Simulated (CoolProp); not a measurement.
Vapour-liquid equilibrium of propane (1) + sulfur dioxide (2) at 68.35 °C; x and y are mole fractions of (1).

Values from CoolProp's multi-fluid Helmholtz-energy mixture model, Lemmon 2009 and Gao 2016; pair parameters Bell 2016.

| x | bubble pressure, mixture model (MPa) | bubble pressure, Raoult's law (MPa) | y, mixture model | y, Raoult's law |
|---|---|---|---|---|
| 0.05 | 1.857 | 1.420 | 0.257 | 0.088 |
| 0.125 | 2.312 | 1.505 | 0.406 | 0.208 |
| 0.2 | 2.556 | 1.591 | 0.470 | 0.315 |
| 0.275 | 2.692 | 1.676 | 0.506 | 0.411 |
| 0.35 | 2.778 | 1.762 | 0.532 | 0.497 |
| 0.425 | 2.842 | 1.848 | 0.556 | 0.576 |
| 0.5 | 2.894 | 1.933 | 0.582 | 0.648 |
| 0.575 | 2.931 | 2.019 | 0.615 | 0.713 |
| 0.65 | 2.948 | 2.105 | 0.654 | 0.773 |
| 0.725 | 2.936 | 2.190 | 0.702 | 0.829 |
| 0.8 | 2.886 | 2.276 | 0.761 | 0.880 |
| 0.875 | 2.790 | 2.362 | 0.834 | 0.928 |
| 0.95 | 2.639 | 2.447 | 0.925 | 0.972 |

The largest gap from Raoult's law is +60.7 % in bubble pressure, at x = 0.2. y crosses x between x = 0.65 and 0.725: the model has an azeotrope there.

Pair parameters are fitted to limited data, so mixtures are less certain than the pure fluids. With so large a gap from Raoult's law the liquid may split in two, which this calculation doesn't test in full.
